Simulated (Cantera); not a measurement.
Charge: 1 mol MgO, 2.9 mol SiCl₄, 14 mol O₂, at 1227 °C and 0.00830 bar.

Method: chemical equilibrium by Gibbs-energy minimisation in Cantera with the NASA 1993 tables (ideal gas, pure condensed phases). Candidate condensed phases: Mg, MgCl₂, MgO, MgSiO₃, Mg₂SiO₄, Si, SiO₂; 20 gas species. Mutual solubility and eutectic melting of coexisting phases are not modelled. The tables hold silica as quartz up to 1696 K and as liquid above; real silica turns to tridymite and cristobalite and melts near 1996 K. Condensed phases not in the tables: alloys, solid solutions and most ternary compounds. Rates play no part.

Base state: O₂ 0.581, Cl 0.245, Cl₂ 0.146, MgCl₂ 0.0276, ClO 0.000418, O 3.39e-5 (mole fractions); condensed: MgSiO₃(s) + SiO₂(β-quartz).

What changes in the equilibrium state with this change: pressure from 0.00830 bar to 0.240 bar?


```csv
species,before,after
O₂,0.581,0.637
Cl₂,0.146,0.289
Cl,0.245,0.0641
MgCl₂,0.0276,0.00967
O,3.39e-5,6.61e-6
ClO,0.000418,0.000616
"MgSiO₃(s), mol",0.460,0.830
"SiO₂(β-quartz), mol",2.44,2.07
```
